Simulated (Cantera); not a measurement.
An isothermal, constant-pressure homogeneous reactor starts with 5.10 % H2, 7.95 % O2, 87.0 % N2, equivalence ratio 0.32, at 1050 K and 0.133 bar.

Cantera simulation using the H2/O2 subset of GRI-Mech 3.0, which has no nitrogen chemistry; the numbers are that mechanism's predictions, not measurements. The temperature is held fixed by assumption; the heat of reaction is taken as removed at once.

x: mole fraction; the columns are a selection and need not sum to one.

```csv
t (s),x H2,x O2,x H,x H2O,x OH,x H2O2
2.00e-5,0.0510,0.0795,2.78e-11,1.28e-12,1.44e-12,<1e-12
9.71e-5,0.0510,0.0795,1.72e-10,7.39e-11,1.66e-11,<1e-12
0.000472,0.0510,0.0795,1.02e-8,1.32e-8,1.15e-9,2.23e-12
0.00229,0.0105,0.0611,0.0159,0.0322,0.00127,4.04e-7
0.0111,0.000174,0.0554,5.30e-5,0.0520,0.000140,4.04e-7
0.0540,6.33e-6,0.0554,3.11e-7,0.0523,2.45e-5,8.75e-8
0.262,…,0.0554,…,0.0523,…,…
1.27,…,0.0554,3.23e-10,0.0523,…,…
6.18,3.98e-9,0.0554,2.45e-11,0.0523,1.10e-6,4.19e-10
30.0,7.83e-10,0.0554,2.26e-12,0.0523,4.96e-7,8.84e-11
```

Some entries are withheld; supply them.


- 0.262, x H2: 2.66e-7
- 0.262, x H: 6.48e-9
- 0.262, x OH: 7.04e-6
- 0.262, x H2O2: 1.27e-8
- 1.27, x H2: 2.47e-8
- 1.27, x OH: 2.61e-6
- 1.27, x H2O2: 2.15e-9
